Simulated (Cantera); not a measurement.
A closed system holds: 1 mol Si, 0.38 mol H2, 2 mol Cl2, equilibrated at 527 °C and 10000 Pa.

These are equilibrium values from Cantera (NASA tables, ideal gas, pure condensed phases), not measurements of a reactor. Candidate condensed phases: Si; 19 gas species. The tables' values for SiCl3 are old estimates; treat these amounts as uncertain. The numbers say what is thermodynamically allowed, not how fast it happens.

Base state: SiCl4 0.712, H2 0.262, HCl 0.0130, SiHCl3 0.0129, SiCl3 5.53e-5, SiH2Cl2 1.90e-5 (mole fractions); condensed: gas only.

Task: What changes in the equilibrium state with this change: Cl2 from 2 to 1.9 mol?

Result: 
```tsv
species	before	after
SiCl4	0.712	0.671
H2	0.262	0.252
SiHCl3	0.0129	0.0741
HCl	0.0130	0.00206
SiCl2	4.78e-7	1.73e-5
SiH2Cl2	1.90e-5	0.000662
SiCl3	5.53e-5	0.000323
Si(s), mol	0	0.0259
```

Task: What changes in the equilibrium state with this change: Si replaced by SiCl4?

Result: 
| species | before | after |
|---|---|---|
| Cl2 | <1e-9 | 0.479 |
| SiCl4 | 0.712 | 0.296 |
| HCl | 0.0130 | 0.225 |
| H2 | 0.262 | <1e-9 |
| SiHCl3 | 0.0129 | <1e-9 |
| SiCl3 | 5.53e-5 | <1e-9 |
| Cl | <1e-9 | 2.05e-5 |
